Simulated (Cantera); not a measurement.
**Adiabatic ignition**

An adiabatic, constant-volume homogeneous reactor starts with CH4 : H2 : O2 : N2 = 1 : 0.031 : 1.34 : 5.05 (molar parts), equivalence ratio 1.5, at 1450 K and 3.95 atm.

Model: GRI-Mech 3.0 (53 species, 325 reactions), integrated in Cantera.

| t (s) | T (K) | P (bar) | x CH4 | x H2 | x O2 | x NO | x CH2O |
|---|---|---|---|---|---|---|---|
| 2.00e-6 | 1450 | 4.00 | 0.135 | 0.00418 | 0.181 | <1e-12 | 1.20e-8 |
| 6.19e-6 | 1450 | 4.00 | 0.135 | 0.00418 | 0.181 | <1e-12 | 1.32e-7 |
| 1.92e-5 | 1450 | 4.00 | 0.135 | 0.00418 | 0.181 | <1e-12 | 1.80e-6 |
| 5.93e-5 | 1450 | 4.00 | 0.135 | 0.00418 | 0.181 | <1e-12 | 3.14e-5 |
| 0.000184 | 1454 | 4.01 | 0.134 | 0.00425 | 0.180 | <1e-12 | 0.000323 |
| 0.000568 | 1537 | 4.25 | 0.119 | 0.00803 | 0.170 | 3.01e-11 | 0.00302 |
| 0.00176 | 2999 | 9.16 | 1.19e-11 | 0.0744 | 0.00103 | 0.00296 | 2.60e-8 |
| 0.00545 | 2999 | 9.16 | 1.19e-11 | 0.0744 | 0.00103 | 0.00296 | 2.60e-8 |
| 0.0169 | 2999 | 9.16 | 1.19e-11 | 0.0744 | 0.00103 | 0.00296 | 2.60e-8 |
| 0.0522 | 2999 | 9.16 | 1.19e-11 | 0.0744 | 0.00103 | 0.00296 | 2.60e-8 |
| 0.162 | 2999 | 9.16 | 1.19e-11 | 0.0744 | 0.00103 | 0.00296 | 2.60e-8 |
| 0.500 | 2999 | 9.16 | 1.19e-11 | 0.0744 | 0.00103 | 0.00296 | 2.60e-8 |
x: mole fraction; the columns are a selection and need not sum to one.

```
Item                                                                  Result
---------------------------------  -----------------------------------------
time of steepest temperature rise                                   0.639 ms
temperature at 0.500 s                                                2999 K
equilibrium temperature                                               2999 K
x(CH4) at 0.500 s                  1.19e-11 (gas-phase equilibrium 1.37e-11)
x(H2) at 0.500 s                       0.0744 (gas-phase equilibrium 0.0744)
x(O2) at 0.500 s                     0.00103 (gas-phase equilibrium 0.00103)
```
